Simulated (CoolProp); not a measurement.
Computed with CoolProp (reference Helmholtz-energy equation of state, Outcalt 1996). It is a modified Benedict-Webb-Rubin equation, recast in Helmholtz form.

**Question.** Give the vapour pressure (bar), liquid density (kg/m³), vapour density (kg/m³), enthalpy of vaporisation (kJ/kg) of saturated R152A at 233.9 K.

**Answer.** 
```csv
T (K),p (bar),liquid density (kg/m³),vapour density (kg/m³),enthalpy of vaporisation (kJ/kg)
233.9,0.491,1040,1.71,343
```
